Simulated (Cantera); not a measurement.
An adiabatic, constant-pressure homogeneous reactor starts with H2 : O2 : N2 = 1 : 0.357 : 1.34 (molar parts), equivalence ratio 1.4, at 1800 K and 92000 Pa.

Detailed kinetics in Cantera: the H2/O2 subset of GRI-Mech 3.0, which has no nitrogen chemistry.

One state of this run: T (K) = 2935; x H2 = 0.125; x O2 = 0.00595; x H2O = 0.238; x H2O2 = 2.69e-7; x H = 0.0515; x OH = 0.0309; x O = 0.00786. x: mole fraction; the columns are a selection and need not sum to one.

### Question
Which value of t (s) does it belong to?
(A) 5.11e-6
(B) 3.34e-5
(C) 0.000219
(D) 1.31e-5

### Answer
C, 0.000219
